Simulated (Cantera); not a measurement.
A perfectly stirred reactor is fed with 2.27 % CH₄, 90.8 % H₂, 6.90 % H, at 0.0138 atm; it is held at 1200 K, and followed from long to short residence time.

Computed with Cantera and GRI-Mech 3.0 (53 species, 325 reactions). GRI-Mech 3.0 stops at C3 and has no aromatics, soot or wall deposition, so with more carbon than oxygen in the feed, carbon stays in small species such as C2H2 where larger ones or solid carbon would form. Radical loss at walls, strong at low pressure, is not modelled.

One state of this run: x CH₄ = 0.0175; x H₂ = 0.964; x H = 0.0135; x C₂H₆ = 0.000279; x CH₃ = 0.00368. x: mole fraction; the columns are a selection and need not sum to one.

Task: Which value of τ (s) does it belong to?
(A) 0.013
(B) 0.0047
(C) 0.24
(D) 0.091

Result: B, 0.0047
